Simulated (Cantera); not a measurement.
A Cantera script and what it prints.

```python
import numpy as np
import cantera as ct

gas_names = """
    CL CL2 H HCL H2 Si SiCL SiCL2 SiCL3 SiCL4 SiH SiHCL3 SiH2 SiH2CL2 SiH3 SiH3CL SiH4 Si2 Si3
""".split()
cond_names = """
    Si(cr) Si(L)
""".split()


def load(file, names, dense=False):
    # The tables refer to 1 bar. Condensed volumes are neglected.
    table = {s.name: s for s in ct.Species.list_from_file(file)}
    out = []
    for n in names:
        d = dict(table[n].input_data)
        d["thermo"] = dict(d["thermo"], **{"reference-pressure": 1e5})
        if dense:
            d["equation-of-state"] = {"model": "constant-volume", "density": "1e6 g/cm^3"}
        out.append(ct.Species.from_dict(d))
    return out


gas = ct.Solution(thermo="ideal-gas", species=load("nasa_gas.yaml", gas_names))
cond = {s.name: ct.Solution(thermo="fixed-stoichiometry", species=[s], name=s.name)
        for s in load("nasa_condensed.yaml", cond_names, dense=True)}
atoms = {
    'Si3H8': {'Si': 3, 'H': 8},
    'Cl2': {'CL': 2},
    'H2': {'H': 2},
}
top_T = {}  # K; cautious upper limits of use, not melting points


def equilibrate(T, P, feed):
    n = {}
    for name, mol in feed.items():
        for a, k in atoms[name].items():
            n[a] = n.get(a, 0.0) + k * mol
    gas.TPX = T, P, n
    mass = sum(n.values()) * gas.mean_molecular_weight
    gas.equilibrate("TP")
    valid = [c for c in cond.values() if c.min_temp <= T <= top_T.get(c.name, c.max_temp)]
    mix = ct.Mixture([(gas, mass / gas.mean_molecular_weight)] + [(c, 0.0) for c in valid])
    mix.T, mix.P = T, P
    mix.equilibrate("TP", solver="vcs", rtol=1e-11, max_steps=5000)
    return mix


results = []
T = 973.15  # K
P = 1333.22  # Pa
for m in [4.4, 7.2, 10, 13, 16, 18, 21, 24, 27, 30, 32, 35, 38]:
    feed = {'Si3H8': 1, 'Cl2': 0.28, 'H2': m}  # mol
    mix = equilibrate(T, P, feed)
    results.append((T, P, feed, dict(zip(mix.species_names, mix.species_moles))))
    x = sorted(zip(gas.X, gas.species_names), reverse=True)
    print(f"T = {T:g} K  P = {P:g} Pa  n(H2) = {m:g} mol  gas = {mix.phase_moles(0):.4g} mol")
    print("   x: " + "  ".join(f"{s} {v:.3e}" for v, s in x if v > 1e-05))
    print("   condensed (mol): " + ("  ".join(f"{mix.phase(i).name} {mix.phase_moles(i):.4g}"
          for i in range(1, mix.n_phases) if mix.phase_moles(i) > 1e-12) or "none"))
```

It prints:

```
T = 973.15 K  P = 1333.22 Pa  n(H2) = 4.4 mol  gas = 8.568 mol
   x: H2 9.709e-01  HCL 1.539e-02  SiCL4 9.449e-03  SiHCL3 3.354e-03  SiCL2 3.923e-04  SiCL3 3.596e-04  SiH2CL2 1.244e-04
   condensed (mol): Si(cr) 2.883
T = 973.15 K  P = 1333.22 Pa  n(H2) = 7.2 mol  gas = 11.37 mol
   x: H2 9.762e-01  HCL 1.404e-02  SiCL4 6.479e-03  SiHCL3 2.534e-03  SiCL2 3.248e-04  SiCL3 2.710e-04  SiH2CL2 1.036e-04
   condensed (mol): Si(cr) 2.89
T = 973.15 K  P = 1333.22 Pa  n(H2) = 10 mol  gas = 14.18 mol
   x: H2 9.796e-01  HCL 1.302e-02  SiCL4 4.760e-03  SiHCL3 2.015e-03  SiCL2 2.784e-04  SiCL3 2.151e-04  SiH2CL2 8.908e-05
   condensed (mol): Si(cr) 2.896
T = 973.15 K  P = 1333.22 Pa  n(H2) = 13 mol  gas = 17.19 mol
   x: H2 9.821e-01  HCL 1.215e-02  SiCL4 3.592e-03  SiHCL3 1.633e-03  SiCL2 2.418e-04  SiCL3 1.741e-04  SiH2CL2 7.758e-05
   condensed (mol): Si(cr) 2.902
T = 973.15 K  P = 1333.22 Pa  n(H2) = 16 mol  gas = 20.19 mol
   x: H2 9.840e-01  HCL 1.144e-02  SiCL4 2.805e-03  SiHCL3 1.358e-03  SiCL2 2.137e-04  SiCL3 1.447e-04  SiH2CL2 6.869e-05
   condensed (mol): Si(cr) 2.907
T = 973.15 K  P = 1333.22 Pa  n(H2) = 18 mol  gas = 22.2 mol
   x: H2 9.850e-01  HCL 1.102e-02  SiCL4 2.414e-03  SiHCL3 1.214e-03  SiCL2 1.983e-04  SiCL3 1.292e-04  SiH2CL2 6.378e-05
   condensed (mol): Si(cr) 2.911
T = 973.15 K  P = 1333.22 Pa  n(H2) = 21 mol  gas = 25.2 mol
   x: H2 9.862e-01  HCL 1.047e-02  SiCL4 1.959e-03  SiHCL3 1.039e-03  SiCL2 1.786e-04  SiCL3 1.105e-04  SiH2CL2 5.753e-05
   condensed (mol): Si(cr) 2.916
T = 973.15 K  P = 1333.22 Pa  n(H2) = 24 mol  gas = 28.21 mol
   x: H2 9.872e-01  HCL 9.978e-03  SiCL4 1.615e-03  SiHCL3 8.992e-04  SiCL2 1.622e-04  SiCL3 9.562e-05  SiH2CL2 5.230e-05
   condensed (mol): Si(cr) 2.92
T = 973.15 K  P = 1333.22 Pa  n(H2) = 27 mol  gas = 31.21 mol
   x: H2 9.880e-01  HCL 9.544e-03  SiCL4 1.349e-03  SiHCL3 7.860e-04  SiCL2 1.482e-04  SiCL3 8.355e-05  SiH2CL2 4.784e-05
   condensed (mol): Si(cr) 2.925
T = 973.15 K  P = 1333.22 Pa  n(H2) = 30 mol  gas = 34.21 mol
   x: H2 9.888e-01  HCL 9.151e-03  SiCL4 1.139e-03  SiHCL3 6.925e-04  SiCL2 1.362e-04  SiCL3 7.358e-05  SiH2CL2 4.399e-05
   condensed (mol): Si(cr) 2.929
T = 973.15 K  P = 1333.22 Pa  n(H2) = 32 mol  gas = 36.22 mol
   x: H2 9.892e-01  HCL 8.910e-03  SiCL4 1.023e-03  SiHCL3 6.388e-04  SiCL2 1.290e-04  SiCL3 6.786e-05  SiH2CL2 4.169e-05
   condensed (mol): Si(cr) 2.931
T = 973.15 K  P = 1333.22 Pa  n(H2) = 35 mol  gas = 39.22 mol
   x: H2 9.898e-01  HCL 8.573e-03  SiCL4 8.754e-04  SiHCL3 5.687e-04  SiCL2 1.194e-04  SiCL3 6.039e-05  SiH2CL2 3.860e-05
   condensed (mol): Si(cr) 2.935
T = 973.15 K  P = 1333.22 Pa  n(H2) = 38 mol  gas = 42.22 mol
   x: H2 9.903e-01  HCL 8.262e-03  SiCL4 7.545e-04  SiHCL3 5.088e-04  SiCL2 1.108e-04  SiCL3 5.402e-05  SiH2CL2 3.585e-05
   condensed (mol): Si(cr) 2.938
```

These are equilibrium values from Cantera (NASA tables, ideal gas, pure condensed phases), not measurements of a reactor. The feed counts by its element totals alone. The tables' values for SiCl3 are old estimates; treat these amounts as uncertain.
